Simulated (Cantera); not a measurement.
## Na2CO3 + C + H2O + H2 (calcination and drying)

Charge: 1 mol Na2CO3, 0.035 mol C, 0.19 mol H2O, a varied amount of H2, held at 1.00 bar.

Cantera equilibrium calculation (NASA polynomials, part measured and part estimated; ideal gas, pure solids and liquids). Candidate condensed phases: C, C6H6, C7H8, C8H18, H2O, Na, NaOH, NaO2, Na2CO3, Na2O, Na2O2; 117 gas species. The numbers say what is thermodynamically allowed, not how fast it happens.

### Question
Map the stable condensed phases over T = 1750, 1800, 1850, 1900, 1950, 2000, 2050, 2100, 2150 K and n(H2) in mol = 0.049, 0.068, 0.095, 0.13, 0.18, 0.25, 0.35, 0.49, 0.68, 0.95, 1.3, 1.8, 2.5.

### Answer
```
T in K \ n(H2) in mol
         0.049 0.068 0.095  0.13  0.18  0.25  0.35  0.49  0.68  0.95   1.3   1.8   2.5
   2150      A     A     A     A     A     A     A     A     A     A     A     A     A
   2100      A     A     A     A     A     A     A     A     A     A     A     A     A
   2050      B     B     B     B     B     B     A     A     A     A     A     A     A
   2000      B     B     B     B     B     B     B     A     A     A     A     A     A
   1950      B     B     B     B     B     B     B     A     A     A     A     A     A
   1900      B     B     B     B     B     B     B     B     A     A     A     A     A
   1850      B     B     B     B     B     B     B     B     B     A     A     A     A
   1800      B     B     B     B     B     B     B     B     B     B     A     A     A
   1750      B     B     B     B     B     B     B     B     B     B     B     A     A
```
A: gas only; B: Na2CO3.
